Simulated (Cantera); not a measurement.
A closed system holds: 1 mol MgSO₄, 4.6 mol H₂, 1.9 mol O₂, at 2000 K.

Equilibrium computed with Cantera from the NASA thermochemical tables; the gas is ideal and each condensed phase is pure. Candidate condensed phases: H₂O, H₂SO₄, Mg, MgO, Mg(OH)₂, MgS, MgSO₄, S; 26 gas species. Rates play no part.

Q: At 0.0100 bar, list the 6 most abundant gas species with their mole fractions, and the condensed phases.

A: H₂O 0.776, SO₂ 0.171, O₂ 0.0230, H₂ 0.0148, OH 0.0104, H 0.00198. Condensed: MgO(s).
